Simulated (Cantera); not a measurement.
Input (Python, Cantera):

```python
import numpy as np
import cantera as ct

gas = ct.Solution("gri30.yaml")
gas.TPX = 1225, 61000, {'N2O': 1, 'H2O': 0.026}
reactor = ct.IdealGasConstPressureReactor(gas, energy="off", clone=False)
net = ct.ReactorNet([reactor])
net.rtol, net.atol = 1e-08, 1e-18
show = ['N2O', 'H2O', 'O2', 'NO', 'H2O2', 'HO2']
times = np.geomspace(0.0001, 7, 11)

steps = ct.SolutionArray(gas, extra=["t"])
rows = []
print(f"{'t/s':>10s}{'T/K':>9s}{'P/Pa':>11s}" + "".join(f"{s:>11s}" for s in show))
for t in times:
    while net.time < t:
        t_next = net.step()
        steps.append(gas.state, t=t_next)
    rows.append([np.interp(t, steps.t, y) for y in (steps.T, steps.P, *steps(*show).X.T)])
    print(f"{t:10.3e}{rows[-1][0]:9.1f}{rows[-1][1]:11.4g}" + "".join(f"{x:11.3e}" for x in rows[-1][2:]))
rate = np.gradient(steps.T, steps.t)
print("integrator steps:", len(steps.t))
if steps.T.max() > steps.T[0] + 200:
    print(f"time of steepest temperature rise: {steps.t[rate.argmax()]:.4e} s")
gas.TPX = 1225, 61000, {'N2O': 1, 'H2O': 0.026}
gas.equilibrate("TP")
print(f"equilibrium (TP): T = {gas.T:.1f} K  " + "  ".join(f"{s} {gas[s].X[0]:.3e}" for s in show))
```

It prints:

```
       t/s      T/K       P/Pa        N2O        H2O         O2         NO       H2O2        HO2
 1.000e-04   1225.0    6.1e+04  9.746e-01  2.534e-02  2.476e-05  6.447e-06  3.973e-11  1.335e-07
 3.051e-04   1225.0    6.1e+04  9.744e-01  2.534e-02  8.063e-05  2.092e-05  2.029e-09  1.119e-06
 9.311e-04   1225.0    6.1e+04  9.738e-01  2.533e-02  2.530e-04  6.366e-05  6.120e-08  4.533e-06
 2.841e-03   1225.0    6.1e+04  9.720e-01  2.531e-02  7.878e-04  1.807e-04  9.754e-08  4.782e-06
 8.670e-03   1225.0    6.1e+04  9.665e-01  2.526e-02  2.416e-03  5.077e-04  4.831e-08  3.239e-06
 2.646e-02   1225.0    6.1e+04  9.499e-01  2.512e-02  7.316e-03  1.493e-03  2.630e-08  2.032e-06
 8.073e-02   1225.0    6.1e+04  9.024e-01  2.472e-02  2.162e-02  4.532e-03  1.779e-08  1.045e-06
 2.464e-01   1225.0    6.1e+04  7.770e-01  2.365e-02  5.961e-02  1.266e-02  1.597e-08  4.297e-07
 7.518e-01   1225.0    6.1e+04  5.170e-01  2.144e-02  1.389e-01  2.892e-02  1.385e-08  1.534e-07
 2.294e+00   1225.0    6.1e+04  1.935e-01  1.868e-02  2.390e-01  4.649e-02  8.882e-09  5.348e-08
 7.000e+00   1225.0    6.1e+04  2.440e-02  1.725e-02  2.934e-01  5.133e-02  2.308e-09  1.804e-08
integrator steps: 1484
equilibrium (TP): T = 1225.0 K  N2O 1.327e-08  H2O 1.704e-02  O2 3.275e-01  NO 2.700e-04  H2O2 2.272e-10  HO2 8.964e-09
```

Detailed kinetics in Cantera: GRI-Mech 3.0 (53 species, 325 reactions). GRI-Mech 3.0 was tuned for natural gas; its chemistry of N2O as a main component is partial and can be far from experiment. The mechanism lacks the step 2 NO + O2 → 2 NO2, which can matter for NO2 below about 1400 K. The temperature is held fixed by assumption; the heat of reaction is taken as removed at once.
